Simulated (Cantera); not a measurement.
# Ignition delay

Mixture: CO : H₂ : CH₄ : O₂ : N₂ = 1 : 0.093 : 1.4 : 2.79 : 10.5 (molar parts), equivalence ratio 1.2, at 3500000 Pa, adiabatic and at constant pressure. Ignition delay is the time to a rise of 400 K.

Cantera simulation using GRI-Mech 3.0 (53 species, 325 reactions); the numbers are that mechanism's predictions, not measurements. The pressure lies above the range GRI-Mech 3.0 was tuned for (to about 10 atm). Below about 1000 K GRI-Mech 3.0 lacks low-temperature oxidation paths. Below about 950 K walls govern HO2 and H2O2 in real vessels.

```json
[
 {"T0 (K)": "900", "delay (ms)": "111"},
 {"T0 (K)": "975", "delay (ms)": "25.8"},
 {"T0 (K)": "1050", "delay (ms)": "7.68"},
 {"T0 (K)": "1125", "delay (ms)": "2.70"},
 {"T0 (K)": "1200", "delay (ms)": "1.07"},
 {"T0 (K)": "1275", "delay (ms)": "0.470"}
]
```

```yaml
apparent activation energy between 1125 and 1275 K: 140 kJ/mol
```
